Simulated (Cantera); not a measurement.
Charge: 1 mol n-butane, 0.02 mol NH₃, 0.62 mol N₂, held at 1225 K and 0.0100 bar.

Equilibrium computed with Cantera from the NASA thermochemical tables; the gas is ideal and each condensed phase is pure. Candidate condensed phases: C, C₆H₆, C₇H₈, C₈H₁₈; 92 gas species. Equilibrium is a limit: real reactors are often held back by kinetics, nucleation or transport.

Base state: H₂ 0.889, N₂ 0.111, CH₄ 0.000104, HCN 3.07e-5 (mole fractions); condensed: C(graphite).

Problem. What changes in the equilibrium state with this change: temperature from 1225 K to 1750 K?

Solution. 
| species | before | after |
|---|---|---|
| H₂ | 0.889 | 0.886 |
| N₂ | 0.111 | 0.110 |
| H | 2.94e-6 | 0.00219 |
| HCN | 3.07e-5 | 0.00149 |
| C₂H₂ (acetylene) | 1.44e-7 | 0.000102 |
| HNC | 1.74e-7 | 5.05e-5 |
| CH₄ | 0.000104 | 7.16e-6 |
| C(graphite), mol | 4.00 | 3.99 |
